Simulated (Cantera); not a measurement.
Cantera run:

```python
import numpy as np
import cantera as ct

gas_names = [...]  # 123 gases of nasa_gas.yaml made of C, H, O, Si
cond_names = """
    C(gr) C6H6(L) C7H8(L) C8H18(L),n-octa H2O(s) H2O(L) Si(cr) Si(L) SiC(b) SiO2(Lqz) SiO2(hqz) SiO2(L)
""".split()


# ... load() reads the species with a 1 bar reference pressure and builds the phases ...
atoms = {
    'SiC': {'Si': 1, 'C': 1},
    'CO2': {'C': 1, 'O': 2},
    'H2': {'H': 2},
}
top_T = {'C(gr)': 4500, 'SiC(b)': 3050}  # K; cautious upper limits of use, not melting points


# ... equilibrate(T, P, feed) seeds the gas with the atoms and calls Mixture.equilibrate('TP', solver="vcs", rtol=1e-11, max_steps=5000) ...
results = []
feed = {'SiC': 1, 'CO2': 0.15, 'H2': 36}  # mol
P = 0.16  # Pa
for T in [1000, 1100, 1200, 1300, 1400, 1500, 1600, 1700]:
    mix = equilibrate(T, P, feed)
    results.append((T, P, feed, dict(zip(mix.species_names, mix.species_moles))))
    x = sorted(zip(gas.X, gas.species_names), reverse=True)
    print(f"T = {T:g} K  P = {P:g} Pa  gas = {mix.phase_moles(0):.4g} mol")
    print("   x: " + "  ".join(f"{s} {v:.3e}" for v, s in x if v > 1e-06))
    print("   condensed (mol): " + ("  ".join(f"{mix.phase(i).name} {mix.phase_moles(i):.4g}"
          for i in range(1, mix.n_phases) if mix.phase_moles(i) > 1e-12) or "none"))
```

Output:

```
T = 1000 K  P = 0.16 Pa  gas = 36.2 mol
   x: H2 9.945e-01  CO 5.530e-03  SiO 1.552e-05  H 1.789e-06
   condensed (mol): SiC(b) 0.9498  SiO2(hqz) 0.04963
T = 1100 K  P = 0.16 Pa  gas = 36.3 mol
   x: H2 9.917e-01  CO 6.198e-03  SiO 2.066e-03  H 2.035e-05
   condensed (mol): SiC(b) 0.925
T = 1200 K  P = 0.16 Pa  gas = 36.3 mol
   x: H2 9.916e-01  CO 6.198e-03  SiO 2.066e-03  H 1.554e-04
   condensed (mol): SiC(b) 0.925
T = 1300 K  P = 0.16 Pa  gas = 36.32 mol
   x: H2 9.909e-01  CO 6.196e-03  SiO 2.064e-03  H 8.706e-04  Si 1.696e-06
   condensed (mol): SiC(b) 0.925
T = 1400 K  P = 0.16 Pa  gas = 36.37 mol
   x: H2 9.879e-01  CO 6.206e-03  H 3.822e-03  SiO 2.042e-03  Si 4.002e-05
   condensed (mol): SiC(b) 0.9243
T = 1500 K  P = 0.16 Pa  gas = 36.57 mol
   x: H2 9.775e-01  H 1.376e-02  CO 6.437e-03  SiO 1.766e-03  Si 5.670e-04  SiH 2.276e-06
   condensed (mol): SiC(b) 0.9145
T = 1600 K  P = 0.16 Pa  gas = 37.19 mol
   x: H2 9.471e-01  H 4.183e-02  CO 7.574e-03  Si 3.033e-03  SiO 4.923e-04  Si2C 9.628e-06  SiH 8.134e-06  C2H2,acetylene 1.162e-06
   condensed (mol): SiC(b) 0.8678
T = 1700 K  P = 0.16 Pa  gas = 38.65 mol
   x: H2 8.767e-01  H 1.091e-01  CO 7.729e-03  Si 6.291e-03  C2H2,acetylene 6.435e-05  SiC2 4.935e-05  Si2C 3.796e-05  SiO 3.164e-05  SiH 1.153e-05
   condensed (mol): C(gr) 0.09069  SiC(b) 0.7503
```

Equilibrium computed with Cantera from the NASA thermochemical tables; the gas is ideal and each condensed phase is pure.
